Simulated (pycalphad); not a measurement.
Ti-W solution, phase bcc, at 3550 K; mixing quantities and activities refer to the pure elements in the same phase at that temperature, stable or not. Over part of the range this solution is metastable.

CALPHAD calculation (pycalphad, COST 507 light-alloy database (1999)), 1 atm. The database dates from 1999; later assessments differ in places, in temperatures and in the compounds included.

```csv
x(W),ΔH mix (kJ/mol),ΔG mix (kJ/mol),excess S (J/mol/K),a(Ti),a(W)
0.02,0.28,-2.01,-0.17,0.980,0.0877
0.05,0.64,-3.70,-0.43,0.953,0.204
0.1,?,?,-0.85,?,?
0.2,1.65,-7.23,-1.66,0.843,0.581
0.3,1.72,-7.92,-2.36,0.793,0.703
0.4,1.46,-8.06,-2.91,0.757,0.767
0.5,0.99,-7.90,-3.26,0.732,0.800
0.6,0.44,-7.56,-3.34,0.710,0.820
0.7,?,?,-3.11,?,?
0.8,-0.39,-6.23,-2.51,0.608,0.870
0.9,-0.41,-4.70,-1.49,0.432,0.920
0.95,-0.27,-3.25,-0.81,0.264,0.955
0.98,-0.12,-1.81,-0.34,0.120,0.981
```

Q: Complete the blanks.

A: 
- 0.1, ΔH mix (kJ/mol): 1.12
- 0.1, ΔG mix (kJ/mol): -5.45
- 0.1, a(Ti): 0.911
- 0.1, a(W): 0.364
- 0.7, ΔH mix (kJ/mol): -0.06
- 0.7, ΔG mix (kJ/mol): -7.05
- 0.7, a(Ti): 0.679
- 0.7, a(W): 0.839
